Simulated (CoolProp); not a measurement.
Aqueous potassium carbonate as a coolant, 34 % by mass, freezing at -24.9 °C, 1 atm.

Computed with CoolProp (Melinder's fits for secondary coolants).

```tsv
T (°C)	conductivity (W/(m K))	density (kg/m³)	cp (kJ/(kg K))	viscosity (mPa s)
-4	0.525	1355	2.806	6.05
-0.4	0.531	1354	2.812	5.38
3.2	(withheld)	1352	2.818	4.81
6.8	0.543	1351	2.825	4.34
10.4	0.549	1349	2.831	3.93
14.1	0.555	1347	2.838	3.57
17.7	0.560	(withheld)	(withheld)	(withheld)
21.3	0.566	1343	(withheld)	3.01
24.9	0.572	(withheld)	2.858	2.78
28.5	0.578	(withheld)	2.865	2.58
32.1	0.583	1338	2.872	2.39
```

Question: Complete the blanks.

Answer: 
- 3.2, conductivity (W/(m K)): 0.537
- 17.7, density (kg/m³): 1345
- 17.7, cp (kJ/(kg K)): 2.845
- 17.7, viscosity (mPa s): 3.28
- 21.3, cp (kJ/(kg K)): 2.851
- 24.9, density (kg/m³): 1342
- 28.5, density (kg/m³): 1340
